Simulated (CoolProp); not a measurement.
Vapour-liquid equilibrium of cyclohexane (1) + toluene (2) at 1220 kPa; x and y are mole fractions of (1).

Computed with CoolProp (multi-fluid Helmholtz-energy mixture model, Zhou 2014 and Lemmon 2006; pair parameters Bell 2016).

| x | bubble temperature (K) | y at the bubble point | dew temperature at overall composition x (K) | liquid density (mol/L) |
|---|---|---|---|---|
| 0.05 | 499.4 | 0.081 | 500.5 | 6.901 |
| 0.2 | 491.8 | 0.290 | 495.1 | 6.931 |
| 0.35 | 485.4 | 0.462 | 489.6 | 6.947 |
| 0.5 | 480.0 | 0.606 | 483.9 | 6.954 |
| 0.65 | 475.4 | 0.733 | 478.3 | 6.956 |
| 0.8 | 471.4 | 0.849 | 473.1 | 6.957 |
| 0.95 | 468.1 | 0.962 | 468.4 | 6.962 |

No azeotrope shows between x = 0.05 and 0.95.

The pair parameters rest on a limited set of measurements; away from them the model extrapolates.
